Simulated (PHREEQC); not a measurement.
Copper plating or etch bath (model solution)

Solution (25 °C): 0.25 mol/kgw CuCl2, 0.0076 mol/kgw HCl and 0.049 mol/kgw NaCl. Closed to the air; pH follows from the charge balance.

Model: ion-association model, wateq4f.dat, run in PHREEQC.

Each row changes one thing in this solution. Precipitation was switched off in this run.

| case | pH | ionic strength (mol/kgw) | Cl- (mol/kgw) | Cu+2 (mol/kgw) | CuCl+ (mol/kgw) | CuCl2 (mol/kgw) | SI of Halite (NaCl) | SI of Atacamite (Cu2(OH)3Cl) |
|---|---|---|---|---|---|---|---|---|
| as made | 2.24 | 0.679 | 0.490 | 0.189 | 0.0564 | 0.00497 | -3.56 | -3.88 |
| HCl from 0.0076 to 0.00152 mol/kgw | 2.94 | 0.674 | 0.485 | 0.189 | [?] | 0.00490 | -3.56 | -1.78 |
| HCl replaced by RbCl at the same molality | 4.12 | 0.679 | 0.490 | 0.189 | 0.0564 | 0.00497 | -3.56 | +1.77 |
| HCl from 0.0076 to 0.00836 mol/kgw | [?] | 0.679 | 0.491 | 0.189 | 0.0565 | 0.00498 | -3.56 | -4.00 |
| diluted 10-fold with water | 3.20 | 0.0777 | 0.0541 | [?] | 0.00146 | 2.57e-5 | -5.36 | -3.12 |

What belongs in the gaps?


- HCl from 0.0076 to 0.00152 mol/kgw, CuCl+ (mol/kgw): 0.0560
- HCl from 0.0076 to 0.00836 mol/kgw, pH: 2.20
- diluted 10-fold with water, Cu+2 (mol/kgw): 0.0235

Some of these states are supersaturated (in Atacamite, for instance).
